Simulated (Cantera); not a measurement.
A perfectly stirred reactor is fed with 15.8 % H2, 16.7 % O2, 63.1 % N2, 4.42 % H2O, at 2780 Torr; it is adiabatic with a 473 K inlet, and is followed from long to short residence time, starting on the burning branch (τ in s: 0.14, 0.06, 0.026, 0.011, 0.005, 0.0022, 0.00095, 0.00041, 0.00018, 7.9e-05, 3.4e-05, 1.5e-05).

Model: the H2/O2 subset of GRI-Mech 3.0, which has no nitrogen chemistry, integrated in Cantera. The hydrogen kinetics of GRI-Mech 3.0 are dated; newer H2 mechanisms differ, most at raised pressure.

**Question.** Predict: blow-out, bracketed by the residence times tried; x(H2) at τ = 0.140 s; x(O2) at τ = 0.140 s; x(H2O) at τ = 0.140 s; x(H) at τ = 0.140 s; x(OH) at τ = 0.140 s; x(H2) at τ = 0.950 ms; x(O2) at τ = 0.950 ms; x(H2O) at τ = 0.950 ms; x(H) at τ = 0.950 ms; x(OH) at τ = 0.950 ms.

**Answer.** 
| Item | Value |
|---|---|
| blow-out, bracketed by the residence times tried | burning at 15.0 µs, the shortest tried |
| x(H2) at τ = 0.140 s | 4.11e-5 |
| x(O2) at τ = 0.140 s | 0.0958 |
| x(H2O) at τ = 0.140 s | 0.219 |
| x(H) at τ = 0.140 s | 9.22e-7 |
| x(OH) at τ = 0.140 s | 0.000425 |
| x(H2) at τ = 0.950 ms | 0.00114 |
| x(O2) at τ = 0.950 ms | 0.0957 |
| x(H2O) at τ = 0.950 ms | 0.217 |
| x(H) at τ = 0.950 ms | 0.000107 |
| x(OH) at τ = 0.950 ms | 0.00188 |
